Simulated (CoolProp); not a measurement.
Properties of nitrogen along the isotherm 83.6 K (Tc = 126.2 K, pc = 33.96 bar, ω = 0.037).

The numbers come from the reference Helmholtz-energy equation of state, Span 2000 in CoolProp.

| p (bar) | phase | cv (kJ/(kg K)) | speed of sound (m/s) | Joule-Thomson coefficient (K/MPa) | expansivity (1/kK) | viscosity (µPa s) | fugacity coefficient |
|---|---|---|---|---|---|---|---|
| 1.06 | gas | 0.7635 | 182.6 | 22.98 | 13.31 | 5.87 | 0.9657 |
| 2.12 | liquid | 1.050 | 787.2 | -0.2944 | 6.273 | 127 | 0.8807 |
| 3.18 | liquid | 1.050 | 788.3 | -0.2955 | 6.254 | 128 | 0.5903 |
| 4.24 | liquid | 1.050 | 789.4 | -0.2965 | 6.236 | 128 | 0.4452 |
| 5.31 | liquid | 1.051 | 790.5 | -0.2976 | 6.218 | 128 | 0.3575 |
| 6.37 | liquid | 1.051 | 791.6 | -0.2986 | 6.200 | 128 | 0.2996 |
| 7.43 | liquid | 1.051 | 792.7 | -0.2996 | 6.183 | 129 | 0.2583 |
| 8.49 | liquid | 1.052 | 793.8 | -0.3006 | 6.165 | 129 | 0.2273 |
| 9.55 | liquid | 1.052 | 794.8 | -0.3017 | 6.148 | 129 | 0.2032 |
| 10.6 | liquid | 1.052 | 795.9 | -0.3027 | 6.131 | 129 | 0.1840 |
| 11.7 | liquid | 1.052 | 797.0 | -0.3037 | 6.113 | 130 | 0.1677 |
| 12.7 | liquid | 1.053 | 798.0 | -0.3046 | 6.098 | 130 | 0.1553 |
| 13.8 | liquid | 1.053 | 799.1 | -0.3056 | 6.080 | 130 | 0.1437 |
| 14.9 | liquid | 1.053 | 800.2 | -0.3066 | 6.063 | 130 | 0.1339 |
| 15.9 | liquid | 1.053 | 801.2 | -0.3075 | 6.048 | 131 | 0.1261 |
| 17 | liquid | 1.054 | 802.2 | -0.3085 | 6.031 | 131 | 0.1186 |

Viscosity comes from a separate model (Lemmon 2004).
